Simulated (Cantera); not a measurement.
Source: NASA polynomial tables (part measured, part estimated), evaluated in Cantera. Values are per mole of reaction as written; species without (g) are pure solids or liquids, kept so even where they would boil at 1 bar.

4 Li + O2(g) = 2 Li2O, with ΔH° = -1197.4 kJ and ΔS° = -245.9 J/K at 300 K.

**Question.** How far is the shortcut ΔG° ≈ ΔH°(300 K) − T·ΔS°(300 K) from the full temperature-dependent value at 473, 623, 773, 923, 1073, 1223, 1373, 1523, 1673 K?

**Answer.** 
```json
[
 {"T (K)": "473", "shortcut (kJ)": "-1081.1", "full (kJ)": "-1080.0", "difference (kJ)": "-1.2", "difference in log10 K": "0.13", "condensed phases": "Li(l), Li2O(s)"},
 {"T (K)": "623", "shortcut (kJ)": "-1044.3", "full (kJ)": "-1037.9", "difference (kJ)": "-6.4", "difference in log10 K": "0.53", "condensed phases": "Li(l), Li2O(s)"},
 {"T (K)": "773", "shortcut (kJ)": "-1007.4", "full (kJ)": "-995.7", "difference (kJ)": "-11.6", "difference in log10 K": "0.79", "condensed phases": "Li(l), Li2O(s)"},
 {"T (K)": "923", "shortcut (kJ)": "-970.5", "full (kJ)": "-953.9", "difference (kJ)": "-16.6", "difference in log10 K": "0.94", "condensed phases": "Li(l), Li2O(s)"},
 {"T (K)": "1073", "shortcut (kJ)": "-933.6", "full (kJ)": "-911.6", "difference (kJ)": "-22.0", "difference in log10 K": "1.07", "condensed phases": "Li(l), Li2O(s)"},
 {"T (K)": "1223", "shortcut (kJ)": "-896.7", "full (kJ)": "-870.7", "difference (kJ)": "-26.1", "difference in log10 K": "1.11", "condensed phases": "Li(l), Li2O(s)"},
 {"T (K)": "1373", "shortcut (kJ)": "-859.8", "full (kJ)": "-830.3", "difference (kJ)": "-29.5", "difference in log10 K": "1.12", "condensed phases": "Li(l), Li2O(s)"},
 {"T (K)": "1523", "shortcut (kJ)": "-823.0", "full (kJ)": "-790.6", "difference (kJ)": "-32.4", "difference in log10 K": "1.11", "condensed phases": "Li(l), Li2O(s)"},
 {"T (K)": "1673", "shortcut (kJ)": "-786.1", "full (kJ)": "-751.4", "difference (kJ)": "-34.6", "difference in log10 K": "1.08", "condensed phases": "Li(l), Li2O(s)"}
]
```
The shortcut ignores heat capacities and the phase changes listed.
